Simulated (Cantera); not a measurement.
**Si₂H₆ + NO + H₂ (silicon oxide and oxynitride deposition)**

Charge: 1 mol Si₂H₆, a varied amount of NO, 8.4 mol H₂, equilibrated at 1500 °C and 6.70 mbar.

Equilibrium computed with Cantera from the NASA thermochemical tables; the gas is ideal and each condensed phase is pure. Candidate condensed phases: H₂O, Si, SiO₂, Si₂N₂O, Si₃N₄; 35 gas species. The feed counts by its element totals alone. The tables hold silica as quartz up to 1696 K and as liquid above; real silica turns to tridymite and cristobalite and melts near 1996 K. Gases not in the tables: Si₂H₆ and higher silanes. The numbers say what is thermodynamically allowed, not how fast it happens.

From 0.29 mol NO to 1.9 mol NO the condensed part is Si(l). At 2.4 mol NO the condensed part is SiO₂(condensed). The main Si-bearing gas is SiO throughout. The share of Si in condensed phases is highest at 0.29 mol NO (85.3 %) and lowest at 1.9 mol NO (4.7 %).

| n(NO) (mol) | x H₂ | x SiO | x N₂ | x H | x H₂O | x Si | n Si(l) | n SiO₂(condensed) |
|---|---|---|---|---|---|---|---|---|
| 0.29 | 0.960 | 0.0245 | 0.0122 | 0.00340 | 2.13e-7 | 0.000318 | 1.71 | 0 |
| 0.38 | 0.949 | 0.0317 | 0.0158 | 0.00339 | 2.72e-7 | 0.000318 | 1.62 | 0 |
| 0.5 | 0.935 | 0.0411 | 0.0205 | 0.00336 | 3.48e-7 | 0.000318 | 1.50 | 0 |
| 0.65 | 0.918 | 0.0524 | 0.0262 | 0.00333 | 4.36e-7 | 0.000318 | 1.35 | 0 |
| 0.84 | 0.897 | 0.0662 | 0.0331 | 0.00329 | 5.38e-7 | 0.000318 | 1.16 | 0 |
| 1.1 | 0.870 | 0.0841 | 0.0421 | 0.00324 | 6.63e-7 | 0.000318 | 0.895 | 0 |
| 1.4 | 0.841 | 0.104 | 0.0517 | 0.00319 | 7.89e-7 | 0.000318 | 0.595 | 0 |
| 1.9 | 0.797 | 0.133 | 0.0665 | 0.00310 | 9.61e-7 | 0.000318 | 0.0945 | 0 |
| 2.4 | 0.798 | 0.114 | 0.0843 | 0.00310 | 0.00134 | 1.94e-7 | 0 | 0.381 |
x: gas mole fraction; n: condensed amount in mol.
